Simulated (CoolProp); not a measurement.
Vapour-liquid equilibrium of n-heptane (1) + toluene (2) at 0.0916 MPa; x and y are mole fractions of (1).

Computed with CoolProp (multi-fluid Helmholtz-energy mixture model, Span 2003 and Lemmon 2006; pair parameters Bell 2016).

Question: Give the bubble temperature and the first vapour's composition at x = 0.125, 0.425, 0.65. Is there an azeotrope?

Answer: x = 0.125: 376.7 K, y = 0.202; x = 0.425: 371.9 K, y = 0.516; x = 0.65: 369.9 K, y = 0.702. No azeotrope shows between x = 0.05 and 0.95.

Pair parameters are fitted to limited data, so mixtures are less certain than the pure fluids.
